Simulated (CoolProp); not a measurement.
A simple Rankine cycle with ammonia: condensing at 303.15 K, boiler at 6.23 MPa, turbine inlet 387.9 K, turbine efficiency 0.65, pump efficiency 0.8, no recuperator. Each further row changes one setting.

Values from CoolProp's reference Helmholtz-energy equation of state, Gao 2020.

| case | thermal efficiency (%) | net work (kJ/kg) | heat in (kJ/kg) | turbine exit temperature (K) | volume ratio over the turbine |
|---|---|---|---|---|---|
| as stated | 10.2 | 120 | 1180 | 303.1 | 4.81 |
| turbine inlet 407.9 K | 10.6 | 134 | 1270 | 303.1 | 4.46 |
| condensing temperature 295.15 K | 11.3 | 137 | 1210 | 295.1 | 6.05 |
| boiler pressure 4.36 MPa | 8.7 | 109 | 1260 | 305.8 | 3.20 |
| turbine efficiency 0.55 | 8.5 | 99.9 | 1180 | 303.1 | 4.90 |

The expansion ends wet for: as stated; turbine inlet 407.9 K; condensing temperature 295.15 K; turbine efficiency 0.55.
